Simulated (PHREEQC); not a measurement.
1 kg of water holding 0.019 mol/kgw MgSO4, 0.088 mol/kgw K2SO4, 0.33 mol/kgw Na2SO4 and 0.16 mol/kgw NaCl is evaporated at 75 °C; the solids stay in contact with the brine. The system is closed to CO2. Only these solids could form: Arcanite, Bischofite, Bloedite, Brucite, Carnallite, Epsomite, Glaserite, Halite, Hexahydrite, Kainite, Kieserite, Leonite, Mirabilite, Misenite, Schoenite, Sylvite, Thenardite, MgCl2_4H2O.

All values are PHREEQC results (Pitzer model, pitzer.dat), not measurements.

```csv
water left (kg),ionic strength,water activity,Thenardite (mol)
1,1.49,0.979,0
0.5552,2.68,0.963,0
0.3082,?,0.934,0
0.1711,?,?,0
0.09502,11.2,?,?
0.05275,10.5,?,?
0.0293,10.6,0.741,0.315
0.01627,?,0.687,0.322
0.00903,15.7,0.673,0.313
```

Q: Fill in the missing entries.

A: 
- 0.3082, ionic strength: 4.83
- 0.1711, ionic strength: 8.71
- 0.1711, water activity: 0.882
- 0.09502, water activity: 0.838
- 0.09502, Thenardite (mol): 0.132
- 0.05275, water activity: 0.809
- 0.05275, Thenardite (mol): 0.256
- 0.01627, ionic strength: 12.3

Away from 25 °C the constants follow the database's enthalpies or fits; those with neither stay at their 25 °C values.
